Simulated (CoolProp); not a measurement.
The fluid at 484.01 K and 17.5 MPa flows at 0.13 m/s in a round tube of 100 mm bore and 1.5 µm roughness, fully developed (64/Re and Nu = 3.66 if laminar; Colebrook and Gnielinski if turbulent). The same conditions are run with several fluids, on thermodynamics alone (safety and materials aside).

Model: reference Helmholtz-energy equation of state of each fluid (methane: Setzmann 1991; sulfur hexafluoride: Guder 2009; R407C: Lemmon 2003; propane: Lemmon 2009; R141b: Lemmon 2006), in CoolProp. Blends and air are pseudo-pure fits.

```
fluid                Reynolds number  Darcy friction factor  pressure drop (Pa/m)  heat-transfer coefficient (W/(m² K))  mass flow (kg/h)
-------------------  ---------------  ---------------------  --------------------  ------------------------------------  ----------------
methane                        46700                 0.0213                 0.123                                  79.2               252
sulfur hexafluoride           196000                    [?]                 0.960                                   188               [?]
R407C                         152000                    [?]                   [?]                                   194              1900
propane                          [?]                 0.0177                   [?]                                   [?]              1010
R141b                            [?]                 0.0178                  1.36                                   247              3320
```

Question: Some entries are withheld; supply them.

Answer: 
- sulfur hexafluoride, Darcy friction factor: 0.0158
- sulfur hexafluoride, mass flow (kg/h): 2640
- R407C, Darcy friction factor: 0.0166
- R407C, pressure drop (Pa/m): 0.724
- propane, Reynolds number: 110000
- propane, pressure drop (Pa/m): 0.411
- propane, heat-transfer coefficient (W/(m² K)): 219
- R141b, Reynolds number: 107000

Transport values come from each fluid's own correlations; those of R141b are estimates that may be off by 10 % or more.
